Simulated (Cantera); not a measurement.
# Ignition delay

Mixture: CH4 : C2H6 : C3H8 : O2 : N2 = 1 : 0.048 : 0.049 : 3.55 : 13.3 (molar parts), equivalence ratio 0.68, at 5.00 bar, adiabatic and at constant pressure. Ignition delay is the time to a rise of 400 K.

Model: GRI-Mech 3.0 (53 species, 325 reactions), integrated in Cantera.

```tsv
T0 (K)	delay (ms)
1073	15.7
1173	3.86
1273	1.02
1373	0.297
1473	0.101
1573	0.0404
1673	0.0191
```

```
Item                                                    Result
--------------------------------------------------  ----------
apparent activation energy between 1473 and 1673 K  170 kJ/mol
```
